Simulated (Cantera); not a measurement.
What does this Cantera script print?

```python
import numpy as np
import cantera as ct

gas_names = """
    B BCL BCLF BCL2 BCL3 BF BF2 BF3 BH BHF2 BH2 BH3 BN B2 CL CLF CLF3 CL2 F F2 H HCL HF H2 H2F2 H3F3
    H4F4 H5F5 H6F6 H7F7 N NF NF2 NF3 NH NH2 NH3 N2 N2H2 N2H4
""".split()
cond_names = """
    B(b) B(L) BN(s) NH4CL(a) NH4CL(b)
""".split()


# ... load() reads the species with a 1 bar reference pressure and builds the phases ...
atoms = {
    'BN': {'B': 1, 'N': 1},
    'HCl': {'H': 1, 'CL': 1},
    'H2': {'H': 2},
    'NF3': {'N': 1, 'F': 3},
}
top_T = {'BN(s)': 3200}  # K; cautious upper limits of use, not melting points


# ... equilibrate(T, P, feed) seeds the gas with the atoms and calls Mixture.equilibrate('TP', solver="vcs", rtol=1e-11, max_steps=5000) ...
results = []
feed = {'BN': 1, 'HCl': 4.7, 'H2': 0.53, 'NF3': 0.54}  # mol
T = 1350  # K
for P in [1, 4.2, 18, 75, 320, 1300, 5600, 24000, 100000]:
    mix = equilibrate(T, P, feed)
    results.append((T, P, feed, dict(zip(mix.species_names, mix.species_moles))))

top = {s: max(r[3][s] / sum(r[3][g] for g in gas_names) for r in results) for s in gas_names}
cols = sorted((s for s in top if top[s] > 0.001), key=lambda s: -top[s])[:9]
seen = [c for c in cond_names if any(r[3].get(c, 0) > 1e-12 for r in results)]
print("log10 of partial pressures in bar; condensed amounts in mol")
print(f"{'P/Pa':>10s}" + "".join(f"{s[:9]:>10s}" for s in cols + seen))
for T, P, feed, n in results:
    ng = sum(n[g] for g in gas_names)
    print(f"{P:10.4g}" + "".join(f"{np.log10(max(n[s] / ng * P / 1e5, 1e-99)):10.3f}" for s in cols)
          + "".join(f"{n.get(c, 0):10.4g}" for c in seen))
```

Result:

```
log10 of partial pressures in bar; condensed amounts in mol
      P/Pa       HCL        N2        H2       BF3        HF       BF2      BCL3        BF        CL     BN(s)
         1    -5.139    -6.058    -6.061    -6.104    -7.148    -7.303    -7.395    -7.790    -7.810    0.4288
       4.2    -4.513    -5.438    -5.439    -5.468    -6.522    -6.982    -6.763    -7.785    -7.496    0.4407
        18    -3.881    -4.807    -4.807    -4.830    -5.888    -6.662    -6.127    -7.783    -7.179    0.4451
        75    -3.261    -4.187    -4.188    -4.208    -5.268    -6.350    -5.506    -7.782    -6.869    0.4468
       320    -2.630    -3.558    -3.558    -3.577    -4.637    -6.034    -4.875    -7.781    -6.554    0.4476
      1300    -2.021    -2.949    -2.949    -2.968    -4.029    -5.730    -4.266    -7.781    -6.249    0.4479
      5600    -1.387    -2.315    -2.315    -2.333    -3.394    -5.412    -3.631    -7.781    -5.932    0.4481
   2.4e+04    -0.755    -1.683    -1.683    -1.701    -2.762    -5.096    -2.999    -7.781    -5.616    0.4482
     1e+05    -0.135    -1.063    -1.063    -1.081    -2.142    -4.786    -2.379    -7.781    -5.306    0.4482
```

These are equilibrium values from Cantera (NASA tables, ideal gas, pure condensed phases), not measurements of a reactor. The tables' values for BF2, BCl, BClF, BCl2 are old estimates; treat these amounts as uncertain. Gases not in the tables: BHCl2.
